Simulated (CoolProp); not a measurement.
Values from CoolProp's reference Helmholtz-energy equation of state, Gao 2016.

**Question.** For sulfur dioxide, give the phase and the density (kg/m³), cp (kJ/(kg K)), speed of sound (m/s), Joule-Thomson coefficient (K/MPa) at 481.3 K and 210 bar; 481.3 K and 245 bar.

**Answer.** 
- 481.3 K and 210 bar: supercritical; density 758, cp 1.97, speed of sound 343, Joule-Thomson coefficient 1.71
- 481.3 K and 245 bar: supercritical; density 821, cp 1.76, speed of sound 393, Joule-Thomson coefficient 1.17
